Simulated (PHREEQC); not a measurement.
0.18 g of hydrous ferric oxide (600 m²/g; 0.2 weak and 0.005 strong sites per Fe, Dzombak-Morel constants, diffuse double layer) in 1 kg of water with 0.001 mol/kgw of an inert sodium salt and 8.3e-05 mol/kgw NaF, at 25 °C; the pH is set by adding NaOH or the inert anion's acid. O2 is buffered at 0.21 atm. The system is closed to CO2. No solid was allowed to form.

Computed with PHREEQC (ion-association model, wateq4f.dat).

```json
[
 {"pH": "3", "F sorbed (%)": "95.4", "surface charge σ (C/m²)": "0.209", "surface potential ψ (mV)": "222"},
 {"pH": "3.38", "F sorbed (%)": "96.4", "surface charge σ (C/m²)": "0.157", "surface potential ψ (mV)": "216"},
 {"pH": "4.12", "F sorbed (%)": "94.2", "surface charge σ (C/m²)": "0.086", "surface potential ψ (mV)": "192"},
 {"pH": "4.5", "F sorbed (%)": "90.7", "surface charge σ (C/m²)": "0.062", "surface potential ψ (mV)": "177"},
 {"pH": "4.88", "F sorbed (%)": "(withheld)", "surface charge σ (C/m²)": "0.044", "surface potential ψ (mV)": "(withheld)"},
 {"pH": "5.62", "F sorbed (%)": "62.2", "surface charge σ (C/m²)": "0.023", "surface potential ψ (mV)": "127"},
 {"pH": "6", "F sorbed (%)": "46.7", "surface charge σ (C/m²)": "0.016", "surface potential ψ (mV)": "110"},
 {"pH": "6.38", "F sorbed (%)": "31.3", "surface charge σ (C/m²)": "(withheld)", "surface potential ψ (mV)": "92"},
 {"pH": "7.12", "F sorbed (%)": "9.9", "surface charge σ (C/m²)": "0.005", "surface potential ψ (mV)": "55"},
 {"pH": "7.5", "F sorbed (%)": "4.7", "surface charge σ (C/m²)": "0.003", "surface potential ψ (mV)": "(withheld)"},
 {"pH": "7.88", "F sorbed (%)": "2.1", "surface charge σ (C/m²)": "0.001", "surface potential ψ (mV)": "13"},
 {"pH": "8.62", "F sorbed (%)": "0.4", "surface charge σ (C/m²)": "-0.002", "surface potential ψ (mV)": "-30"},
 {"pH": "9", "F sorbed (%)": "0.2", "surface charge σ (C/m²)": "-0.005", "surface potential ψ (mV)": "-51"}
]
```

Problem. Some entries are withheld; supply them.

Solution. 
- 4.88, F sorbed (%): 84.5
- 4.88, surface potential ψ (mV): 160
- 6.38, surface charge σ (C/m²): 0.011
- 7.5, surface potential ψ (mV): 34

The oxide is taken as insoluble; below pH 4 it would dissolve.
